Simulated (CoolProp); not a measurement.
Vapour-liquid equilibrium of R134a (1) + methanol (2) at 12.9 kPa; x and y are mole fractions of (1).

Model: multi-fluid Helmholtz-energy mixture model, Tillner-Roth 1994 and de Reuck 1993; pair parameters Bell 2016, in CoolProp.

Question: Give the bubble temperature and the first vapour's composition at x = 0.65, 0.8, 0.95. Is there an azeotrope?

Answer: x = 0.65: 214.2 K, y = 0.998; x = 0.8: 212.7 K, y = 0.999; x = 0.95: 210.7 K, y = 1.000. No azeotrope shows between x = 0.05 and 0.95.

The pair parameters rest on a limited set of measurements; away from them the model extrapolates. With so large a gap from Raoult's law the liquid may split in two, which this calculation doesn't test in full.
